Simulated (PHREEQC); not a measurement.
Make-up at 25 °C: 2.7 mmol/kgw HF, 5.4 mmol/kgw NaF and 0.75 mmol/kgw (NH4)2SiF6. Closed to the air; pH follows from the charge balance.

Computed with PHREEQC (ion-association model, wateq4f.dat).

### Question
The ionic strength comes out as 0.00796 mol/kgw. What activity coefficients do SiF6-2, HF2-, NH4+, Na+, H+ get?

### Answer
SiF6-2 0.69, HF2- 0.91, NH4+ 0.91, Na+ 0.91, H+ 0.92.

No solid was allowed to form. Complexes and solids missing from the database can't appear. SiF6-2 is the database's only silicon fluoride.
